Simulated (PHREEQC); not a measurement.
Dissolve 0.086 mol HF, 0.0029 mol NH4HF2 and 0.002 mol H4SiO4 per kg of water at 25 °C. Closed to the air; pH follows from the charge balance.

Computed with PHREEQC (ion-association model, wateq4f.dat).

Precipitation was switched off in this run.

Problem. Order these F species by the share of F that they hold, largest first: F-, HF2-, HF, SiF6-2, H2F2.

Solution. HF (60 %), H2F2 (18 %), SiF6-2 (13 %), F- (6.2 %), HF2- (2.7 %)

The pH is 2.14 and the ionic strength 0.0130 mol/kgw. Complexes and solids missing from the database can't appear. wateq4f.dat counts part of the HF as a dimer, H2F2, which phreeqc.dat doesn't know; its constant is uncertain. SiF6-2 is the database's only silicon fluoride.
